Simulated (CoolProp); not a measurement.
A simple Rankine cycle with isohexane: condensing at 316.15 K, boiler at 2.58 MPa, turbine inlet 526.5 K, turbine efficiency 0.8, pump efficiency 0.7, no recuperator. Each further row changes one setting.

The numbers come from the reference Helmholtz-energy equation of state, Lemmon 2006 in CoolProp. It is a short technical equation, of lower accuracy than the large ones.

| case | thermal efficiency (%) | net work (kJ/kg) | heat in (kJ/kg) | turbine exit temperature (K) | volume ratio over the turbine |
|---|---|---|---|---|---|
| as stated | [?] | 123 | 742 | 452.9 | 55.5 |
| turbine inlet 546.5 K | 16.3 | 131 | [?] | 475.2 | 52.3 |
| condensing temperature 308.15 K | 17.5 | 133 | [?] | 448.5 | 74.2 |
| boiler pressure 1.81 MPa | 15.5 | 118 | 765 | [?] | 34.8 |
| turbine efficiency 0.7 | 14.4 | 107 | 742 | 459.7 | [?] |

Q: Some entries are withheld; supply them.

A: 
- as stated, thermal efficiency (%): 16.6
- turbine inlet 546.5 K, heat in (kJ/kg): 803
- condensing temperature 308.15 K, heat in (kJ/kg): 760
- boiler pressure 1.81 MPa, turbine exit temperature (K): 464.6
- turbine efficiency 0.7, volume ratio over the turbine: 56.4
